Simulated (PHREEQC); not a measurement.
Make-up at 25 °C: 0.15 mol/kgw KOH, 0.0072 mol/kgw K2SO4 and 0.95 mol/kgw KH2PO4. Closed to the air; pH follows from the charge balance.

Model: ion-association model, phreeqc.dat, run in PHREEQC.

Task: The ionic strength comes out as 1.19 mol/kgw. What activity coefficients do KHPO4-, SO4-2, KSO4-, HPO4-2, H2PO4- get?

Result: KHPO4- 0.65, SO4-2 0.14, KSO4- 0.65, HPO4-2 0.16, H2PO4- 0.65.

This is a speciation only: nothing precipitates in the calculation. Caution: at this ionic strength the ion-association model is outside its range; a Pitzer model would be the better tool where its parameters exist.
